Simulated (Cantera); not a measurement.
**Formation from one mole of N₂**

Standard-state values (1 bar) from the NASA 1993 polynomials, evaluated with Cantera. Values are per mole of reaction as written; species without (g) are pure solids or liquids, kept so even where they would boil at 1 bar.

4 Cr + N₂(g) = 2 Cr₂N

```
T (K)  ΔH° (kJ)  ΔS° (J/K)  ΔG° (kJ)  log10 K
-----  --------  ---------  --------  -------
300      -251.0     -156.2    -204.2    35.55
425      -249.3     -151.5    -185.0    22.73
475      -248.5     -149.6    -177.4    19.51
525      -247.6     -147.9    -170.0    16.91
575      -246.7     -146.2    -162.6    14.77
625      -245.8     -144.7    -155.4    12.98
675      -244.8     -143.2    -148.2    11.47
725      -243.9     -141.8    -141.0    10.16
775      -242.9     -140.5    -134.0     9.03
```

3 H₂(g) + N₂(g) = 2 NH₃(g)

| T (K) | ΔH° (kJ) | ΔS° (J/K) | ΔG° (kJ) | log10 K |
|---|---|---|---|---|
| 300 | -92.0 | -198.4 | -32.4 | 5.65 |
| 425 | -97.2 | -213.0 | -6.7 | 0.82 |
| 475 | -99.0 | -217.1 | 4.1 | -0.45 |
| 525 | -100.7 | -220.4 | 15.0 | -1.50 |
| 575 | -102.2 | -223.2 | 26.1 | -2.37 |
| 625 | -103.6 | -225.5 | 37.3 | -3.12 |
| 675 | -104.8 | -227.4 | 48.7 | -3.77 |
| 725 | -105.9 | -229.0 | 60.1 | -4.33 |
| 775 | -106.9 | -230.3 | 71.6 | -4.82 |
